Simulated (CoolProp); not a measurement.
Properties of isobutane along the isotherm 371.2 K.

The numbers come from the reference Helmholtz-energy equation of state, Bücker 2006 in CoolProp.

```json
[
 {"p (kPa)": "28.7", "phase": "gas", "speed of sound (m/s)": "238.4", "Joule-Thomson coefficient (K/MPa)": "10.74", "Prandtl number": "0.739"},
 {"p (kPa)": "51", "phase": "gas", "speed of sound (m/s)": "237.8", "Joule-Thomson coefficient (K/MPa)": "10.79", "Prandtl number": "0.739"},
 {"p (kPa)": "90.7", "phase": "gas", "speed of sound (m/s)": "236.8", "Joule-Thomson coefficient (K/MPa)": "10.87", "Prandtl number": "0.741"},
 {"p (kPa)": "161", "phase": "gas", "speed of sound (m/s)": "234.9", "Joule-Thomson coefficient (K/MPa)": "11.02", "Prandtl number": "0.744"},
 {"p (kPa)": "287", "phase": "gas", "speed of sound (m/s)": "231.5", "Joule-Thomson coefficient (K/MPa)": "11.29", "Prandtl number": "0.750"},
 {"p (kPa)": "510", "phase": "gas", "speed of sound (m/s)": "225.1", "Joule-Thomson coefficient (K/MPa)": "11.83", "Prandtl number": "0.763"},
 {"p (kPa)": "907", "phase": "gas", "speed of sound (m/s)": "212.4", "Joule-Thomson coefficient (K/MPa)": "13.03", "Prandtl number": "0.796"},
 {"p (kPa)": "1610", "phase": "gas", "speed of sound (m/s)": "183.5", "Joule-Thomson coefficient (K/MPa)": "16.54", "Prandtl number": "0.917"},
 {"p (kPa)": "2870", "phase": "liquid", "speed of sound (m/s)": "431.6", "Joule-Thomson coefficient (K/MPa)": "0.6302", "Prandtl number": "3.36"},
 {"p (kPa)": "5100", "phase": "liquid", "speed of sound (m/s)": "500.0", "Joule-Thomson coefficient (K/MPa)": "0.3288", "Prandtl number": "3.34"},
 {"p (kPa)": "9070", "phase": "liquid", "speed of sound (m/s)": "588.0", "Joule-Thomson coefficient (K/MPa)": "0.07577", "Prandtl number": "3.39"}
]
```

Viscosity comes from a separate model (Vogel 2000). Thermal conductivity comes from a separate model (Perkins 2002).
